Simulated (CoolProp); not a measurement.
Properties of isobutane along the isobar 101 kPa.

The numbers come from the reference Helmholtz-energy equation of state, Bücker 2006 in CoolProp.

| T (°C) | phase | cp (kJ/(kg K)) | speed of sound (m/s) | Prandtl number |
|---|---|---|---|---|
| -134.55 | liquid | 1.768 | ? | 30.2 |
| -120.55 | liquid | 1.813 | 1697 | 19.8 |
| -106.65 | liquid | ? | 1602 | 14.3 |
| -92.65 | liquid | 1.902 | 1511 | 11.1 |
| -78.65 | liquid | 1.949 | 1424 | 8.97 |
| -64.65 | liquid | 1.998 | 1338 | 7.56 |
| -50.65 | liquid | 2.051 | 1254 | 6.55 |
| -36.75 | liquid | 2.107 | 1173 | 5.81 |
| -22.75 | liquid | 2.169 | ? | 5.25 |
| -8.75 | gas | 1.557 | 197.8 | 0.768 |

Question: Complete the blanks.

Answer: 
- -134.55, speed of sound (m/s): 1798
- -106.65, cp (kJ/(kg K)): 1.857
- -22.75, speed of sound (m/s): 1091

Viscosity comes from a separate model (Vogel 2000). Thermal conductivity comes from a separate model (Perkins 2002).
